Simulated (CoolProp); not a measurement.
A single-stage vapour-compression cycle with n-butane: evaporating at 225.15 K (dew point), condensing at 295.15 K (bubble point), superheat 2 K, subcooling 0 K, compressor efficiency 0.9, no pressure losses. Each further row changes one setting.

Values from CoolProp's reference Helmholtz-energy equation of state, Bücker 2006.

| case | cooling COP | pressure ratio | discharge temperature (K) | refrigerating effect (kJ/kg) | volumetric capacity (kJ/m³) |
|---|---|---|---|---|---|
| as stated | 2.17 | 20.8 | 310.9 | 269 | 89.0 |
| evaporating temperature 230.15 K | 2.45 | 15.6 | 308.5 | 276 | 119 |
| condensing temperature 290.15 K | 2.41 | 17.7 | 306.1 | 281 | 93.0 |
| subcooling 5 K | 2.27 | 20.8 | 310.9 | 281 | 93.0 |
| superheat 12 K | 2.19 | 20.8 | 321.6 | 283 | 89.7 |
| compressor efficiency 0.8 | 1.93 | 20.8 | 319.4 | 269 | 89.0 |
